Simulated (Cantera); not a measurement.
Input: 1 mol Nb, 0.17 mol H2O, 190 mol H2, equilibrated at 3.60e-5 bar.

Cantera equilibrium calculation (NASA polynomials, part measured and part estimated; ideal gas, pure solids and liquids). Candidate condensed phases: H2O, Nb, NbO, NbO2, Nb2O5; 12 gas species. Mutual solubility and eutectic melting of coexisting phases are not modelled. NbO: taken at fixed stoichiometry. Condensed phases not in the tables: N, O or C dissolved in the metal. The numbers say what is thermodynamically allowed, not how fast it happens.

x: gas mole fraction; n: condensed amount in mol.

```
T (K)   x H2       x H     x H2O     x NbO    x NbO2  n Nb(s)  n NbO(s)
-----  -----  --------  --------  --------  --------  -------  --------
1348   1.000  0.000386   1.38e-5  1.21e-10  2.61e-10    0.833     0.167
1398   0.999  0.000788   2.33e-5  8.33e-10   1.89e-9    0.834     0.166
1448   0.998         ?         ?         ?         ?    0.837     0.163
1498   0.997   0.00286   5.94e-5   2.64e-8   6.56e-8    0.841     0.159
1548   0.995         ?         ?         ?         ?    0.847     0.153
1598   0.991   0.00883  0.000133   5.37e-7   1.45e-6    0.856     0.144
1648   0.985    0.0147  0.000192   2.11e-6   5.87e-6    0.868     0.131
1698   0.976    0.0238  0.000268   7.61e-6   2.19e-5    0.886     0.108
1748   0.962    0.0374  0.000366   2.55e-5   7.54e-5    0.916    0.0648
1798   0.942    0.0570  0.000426   6.96e-5  0.000185    0.950         0
1848   0.915    0.0845  0.000331  0.000122  0.000200    0.936         0
1898   0.877     0.122  0.000245  0.000199  0.000196    0.920         0
1948   0.828     0.171  0.000171  0.000298  0.000172    0.902         0
1998   0.765     0.234  0.000111  0.000409  0.000132    0.883         0
```

**Question.** What belongs in the gaps?

**Answer.** 
- 1548, x H: 0.00512
- 1548, x H2O: 9.03e-5
- 1548, x NbO: 1.25e-7
- 1548, x NbO2: 3.24e-7
- 1448, x H: 0.00153
- 1448, x H2O: 3.79e-5
- 1448, x NbO: 4.98e-9
- 1448, x NbO2: 1.18e-8
